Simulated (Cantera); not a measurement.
A closed system holds: 1 mol NaOH, 1.6 mol H2O, 0.26 mol CO2, 0.019 mol C, equilibrated at 16.0 Pa.

Method: chemical equilibrium by Gibbs-energy minimisation in Cantera with the NASA 1993 tables (ideal gas, pure condensed phases). Candidate condensed phases: C, C6H6, C7H8, C8H18, H2O, Na, NaOH, NaO2, Na2CO3, Na2O, Na2O2; 117 gas species. The numbers say what is thermodynamically allowed, not how fast it happens. All values below are at 725 °C.

Base state: H2O 0.815, NaOH 0.150, Na 0.0313, Na2(OH)2 0.00346, H2 0.000514, CO2 6.32e-5 (mole fractions); condensed: Na2CO3(s).

Task: What changes in the equilibrium state with this change: CO2 from 0.26 to 3.5 mol?

Result: 
```json
[
 {"species": "CO2", "before": "6.32e-5", "after": "0.586"},
 {"species": "H2O", "before": "0.815", "after": "0.405"},
 {"species": "H2", "before": "0.000514", "after": "0.00341"},
 {"species": "NaOH", "before": "0.150", "after": "0.00110"},
 {"species": "Na", "before": "0.0313", "after": "0.00119"},
 {"species": "CO", "before": "2.76e-8", "after": "0.00340"},
 {"species": "Na2(OH)2", "before": "0.00346", "after": "1.86e-7"},
 {"species": "Na2CO3(s), mol", "before": "0.279", "after": "0.494"}
]
```

Task: What changes in the equilibrium state with this change: CO2 from 0.26 to 0.015 mol?

Result: 
| species | before | after |
|---|---|---|
| H2O | 0.815 | 0.719 |
| NaOH | 0.150 | 0.240 |
| Na | 0.0313 | 0.0323 |
| Na2(OH)2 | 0.00346 | 0.00885 |
| H2 | 0.000514 | 0.000167 |
| CO2 | 6.32e-5 | 2.18e-5 |
| Na2CO3(s), mol | 0.279 | 0.0339 |
| NaOH(l), mol | 0 | 0.258 |
